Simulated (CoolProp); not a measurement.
Vapour-liquid equilibrium of toluene (1) + n-decane (2) at 1.12 MPa; x and y are mole fractions of (1).

The numbers come from the multi-fluid Helmholtz-energy mixture model, Lemmon 2006 and Lemmon 2006; pair parameters Bell 2016 in CoolProp.

| x | bubble temperature (°C) | y at the bubble point | dew temperature at overall composition x (°C) | liquid density (mol/L) |
|---|---|---|---|---|
| 0.05 | 295.0 | 0.088 | 297.0 | 3.288 |
| 0.15 | 285.4 | 0.258 | 291.6 | 3.562 |
| 0.25 | 275.8 | 0.412 | 285.9 | 3.853 |
| 0.35 | 266.7 | 0.544 | 279.8 | 4.162 |
| 0.45 | 258.2 | 0.654 | 273.3 | 4.491 |
| 0.55 | 250.5 | 0.744 | 266.2 | 4.845 |
| 0.65 | 243.5 | 0.818 | 258.5 | 5.230 |
| 0.75 | 237.3 | 0.880 | 249.9 | 5.656 |
| 0.85 | 231.5 | 0.932 | 240.3 | 6.133 |
| 0.95 | 226.3 | 0.979 | 229.6 | 6.676 |

No azeotrope shows between x = 0.05 and 0.95.

The pair parameters rest on a limited set of measurements; away from them the model extrapolates.
